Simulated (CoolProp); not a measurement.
Chlorine along the isobar 8.15 MPa: Z from the reference equation and from simpler models built on Tc = 416.9 K, pc = 7.642 MPa, ω = 0.070; each cubic takes its own stable root.

Values from CoolProp's reference Helmholtz-energy equation of state, Thol 2021.

```csv
T (K),phase,reference
303.2,liquid,0.1639
313.7,liquid,0.1621
324.3,liquid,0.1607
334.8,liquid,0.1598
345.3,liquid,0.1594
355.9,liquid,0.1596
366.4,liquid,0.1605
376.9,liquid,0.1624
387.5,liquid,0.1657
398,liquid,0.1711
408.5,liquid,0.1811
419.1,supercritical,0.2147
429.6,supercritical,0.5155
```

Q: How far does each simpler model (van der Waals, Redlich-Kwong, Soave-Redlich-Kwong, Peng-Robinson) lie from the reference over these 13 states: mean and median of the absolute difference, and the worst?

A: 
- van der Waals: mean 48.7 %, median 52.8 %, worst +54.7 % at 303.2 K and 8.15 MPa
- Redlich-Kwong: mean 13.6 %, median 11.8 %, worst +29.2 % at 419.1 K and 8.15 MPa
- Soave-Redlich-Kwong: mean 12.9 %, median 11.0 %, worst +29.9 % at 419.1 K and 8.15 MPa
- Peng-Robinson: mean 4.8 %, median 3.5 %, worst +19.0 % at 419.1 K and 8.15 MPa
